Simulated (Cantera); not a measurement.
Cantera run:

```python
import numpy as np
import cantera as ct

gas_names = """
    H HI HO2 H2 H2O H2O2 I I2 Mg MgH MgI MgI2 MgO MgOH MgO2H2 Mg2 O OH O2 O3
""".split()
cond_names = """
    H2O(s) H2O(L) I2(cr) I2(L) Mg(cr) Mg(L) MgI2(s) MgI2(L) MgO(s) MgO(L) MgO2H2(s)
""".split()


# ... load() reads the species with a 1 bar reference pressure and builds the phases ...
atoms = {
    'MgO': {'Mg': 1, 'O': 1},
    'I2': {'I': 2},
    'H2': {'H': 2},
}
top_T = {}  # K; cautious upper limits of use, not melting points


# ... equilibrate(T, P, feed) seeds the gas with the atoms and calls Mixture.equilibrate('TP', solver="vcs", rtol=1e-11, max_steps=5000) ...
results = []
feed = {'MgO': 1, 'I2': 0.93, 'H2': 0.94}  # mol
T = 1398  # K
P = 13332.2  # Pa
mix = equilibrate(T, P, feed)
results.append((T, P, feed, dict(zip(mix.species_names, mix.species_moles))))
print(gas.report(threshold=1e-05))
for i in range(1, mix.n_phases):
    print(f"{mix.phase(i).name:16s} {mix.phase_moles(i):12.5e} mol")
```

Output:

```
       temperature   1398 K
          pressure   13332 Pa
           density   0.12018 kg/m^3
  mean mol. weight   104.78 kg/kmol
   phase of matter   gas

                          1 kg             1 kmol
                     ---------------   ---------------
          enthalpy        6.8983e+05         7.228e+07  J
   internal energy         5.789e+05        6.0657e+07  J
           entropy            2439.6        2.5562e+05  J/K
    Gibbs function       -2.7207e+06       -2.8507e+08  J
 heat capacity c_p             287.6             30135  J/K
 heat capacity c_v            208.25             21820  J/K

                      mass frac. Y      mole frac. X     chem. pot. / RT
                     ---------------   ---------------   ---------------
                HI           0.41565           0.34048           -28.442
                H2         0.0041849           0.21751           -21.941
               H2O         0.0038851          0.022597           -52.624
                 I            0.4449           0.36733           -17.472
                I2          0.071415          0.029482           -34.944
              MgI2          0.059964          0.022592           -63.356
     [  +14 minor]        7.2381e-06        1.1034e-05

I2(L)             0.00000e+00 mol
Mg(L)             0.00000e+00 mol
MgI2(L)           0.00000e+00 mol
MgO(s)            9.48237e-01 mol
```

Method: chemical equilibrium by Gibbs-energy minimisation in Cantera with the NASA 1993 tables (ideal gas, pure condensed phases).
